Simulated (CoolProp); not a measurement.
Computed with CoolProp (reference Helmholtz-energy equation of state, Aleksandrov 2011). It is a short technical equation, of lower accuracy than the large ones.

Give the vapour pressure (kPa), liquid density (kg/m³), liquid cp (kJ/(kg K)), vapour Z of saturated n-undecane at 435.3 K.


```
T (K)  p (kPa)  liquid density (kg/m³)  liquid cp (kJ/(kg K))  vapour Z
-----  -------  ----------------------  ---------------------  --------
435.3     41.0                     629                   2.74     0.963
```
